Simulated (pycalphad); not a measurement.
An equivalent pycalphad script:

```python
from pycalphad import Database, equilibrium, calculate, variables as v
import numpy as np
db = Database('COST507.tdb')
comps = ['TI', 'HF', 'B', 'VA']
phases = ['B2M', 'B2TI', 'B4M3', 'B4TI3', 'BCC_A2', 'BETA_RHOMBO_B', 'BM', 'BTI', 'HCP_A3', 'LIQUID']
eq = equilibrium(db, comps, phases, {v.X('HF'): 0.1295, v.X('B'): 0.0901, v.T: np.arange(3850, 499, -75), v.P: 101325, v.N: 1}, output=['HM', 'SM'])
```

All values are pycalphad results on the COST 507 light-alloy database (1999) (1 atm), not direct measurements. No gas phase is included, though pure Ti would boil below 3850 K. The data set is of 1999 and partly superseded. Amounts are mole fractions of atoms. Kinetics are ignored, which matters at the lower temperatures.

Results at three of the temperatures:

```
T = 2725.00 K, P = 101325 Pa, N = 1 mol of atoms
G = -225940 J/mol, H = 94468 J/mol, S = 117.58 J/(mol K)  (SER reference)
chemical potentials (J/mol): Ti -210283, Hf -286233, B -274887
phase             fraction      x(Ti)      x(Hf)       x(B)
LIQUID              1.0000     0.7804     0.1295     0.0901
```

```
T = 2575.00 K, P = 101325 Pa, N = 1 mol of atoms
G = -208490 J/mol, H = 87770 J/mol, S = 115.05 J/(mol K)  (SER reference)
chemical potentials (J/mol): Ti -192960, Hf -264942, B -261872
phase             fraction      x(Ti)      x(Hf)       x(B)
LIQUID              1.0000     0.7804     0.1295     0.0901
```

```
T = 1075.00 K, P = 101325 Pa, N = 1 mol of atoms
G = -66199 J/mol, H = 12364 J/mol, S = 73.08 J/(mol K)  (SER reference)
chemical potentials (J/mol): Ti -51120, Hf -78975, B -178441
phase             fraction      x(Ti)      x(Hf)       x(B)
BCC_A2              0.8207     0.8439     0.1555   0.000572
BM                  0.1793     0.4897     0.0103     0.5000
```

Changes of the phase set, refined by bisection:

| T (K) | phases above | phases below |
|---|---|---|
| 1845.1 | liquid | BM + liquid |
| 1820.9 | BM + liquid | bcc + BM + liquid |
| 1820.3 | bcc + BM + liquid | bcc + BM |
| 1074.0 | bcc + BM | bcc + BM + hcp |
| 1071.0 | bcc + BM + hcp | BM + hcp |

Database names, with the compositions (at.%) that they take in these runs: BM: Ti 48-50 B 50 Hf 0-2. BCC_A2 is bcc.
